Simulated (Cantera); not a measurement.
A perfectly stirred reactor is fed with 27.4 % C₂H₆, 71.3 % N₂, 1.26 % H₂O, at 0.310 bar; it is held at 1548 K, and followed from long to short residence time.

Detailed kinetics in Cantera: GRI-Mech 3.0 (53 species, 325 reactions). GRI-Mech 3.0 stops at C3 and has no aromatics, soot or wall deposition, so with more carbon than oxygen in the feed, carbon stays in small species such as C2H2 where larger ones or solid carbon would form.

x: mole fraction; the columns are a selection and need not sum to one.

| τ (s) | x C₂H₆ | x HCN | x CH₃ | x CH₄ | x H |
|---|---|---|---|---|---|
| 20 | 1.03e-5 | 1.64e-7 | ? | 0.0235 | 3.49e-5 |
| 6.4 | 2.60e-5 | 1.05e-7 | ? | 0.0317 | 3.81e-5 |
| 2.1 | 6.54e-5 | 8.04e-8 | ? | 0.0402 | 4.47e-5 |
| 0.68 | 0.000162 | 7.03e-8 | ? | 0.0472 | 5.67e-5 |
| 0.22 | 0.000390 | 6.59e-8 | ? | 0.0533 | 7.48e-5 |
| 0.071 | 0.000944 | 6.17e-8 | ? | 0.0603 | 9.84e-5 |
| 0.023 | 0.00234 | 5.55e-8 | ? | 0.0690 | 0.000125 |
| 0.0075 | 0.00593 | 4.79e-8 | ? | 0.0781 | 0.000152 |
| 0.0024 | 0.0158 | 4.01e-8 | ? | 0.0835 | 0.000173 |
| 0.00078 | 0.0420 | 3.25e-8 | ? | 0.0768 | 0.000179 |
| 0.00025 | 0.101 | 2.44e-8 | ? | 0.0516 | 0.000162 |

### Question
Fill in the missing entries.

### Answer

- 20, x CH₃: 5.00e-5
- 6.4, x CH₃: 7.64e-5
- 2.1, x CH₃: 0.000118
- 0.68, x CH₃: 0.000182
- 0.22, x CH₃: 0.000280
- 0.071, x CH₃: 0.000437
- 0.023, x CH₃: 0.000690
- 0.0075, x CH₃: 0.00110
- 0.0024, x CH₃: 0.00181
- 0.00078, x CH₃: 0.00296
- 0.00025, x CH₃: 0.00448
